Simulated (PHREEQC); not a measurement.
**Acid mine or pickling water (model solution)**

A made-up water analysis in mg/L, 25 °C, pH 2.57, pe 11: Na 127; K 0.698; Ca 63.4; Mg 21.4; Cl 83.4; S(6) as SO4 916; B 0.0137; N(5) as NO3 0.0764; P as PO4 9.5.

Na is adjusted to close the charge balance.
Valence states are taken as typed.

All values are PHREEQC results (ion-association model, phreeqc.dat), not measurements.

The ionic strength is 0.0277 mol/kgw and the specific conductance is 2830 µS/cm. The total alkalinity comes out as -4.32 meq/kg.

```tsv
species	molality	activity	log γ
Na+	0.0120	0.0103	-0.067
SO4-2	0.00735	0.00397	-0.268
H+	0.00307	0.00269	-0.057
Cl-	0.00235	0.00200	-0.070
HSO4-	0.00122	0.00104	-0.068
Ca+2	0.00114	0.000622	-0.262
Mg+2	0.000582	0.000323	-0.255
CaSO4	0.000436	0.000439	0.003
MgSO4	0.000299	0.000301	0.003
NaSO4-	0.000239	0.000205	-0.065
H2PO4-	7.34e-5	6.31e-5	-0.065
H3PO4	2.48e-5	2.50e-5	0.003
K+	1.74e-5	1.48e-5	-0.071
CaHSO4+	9.10e-6	7.77e-6	-0.068
H3BO3	1.27e-6	1.28e-6	0.003
NO3-	1.23e-6	1.04e-6	-0.073
```

No solid was allowed to form. Species that the database lacks are ignored.
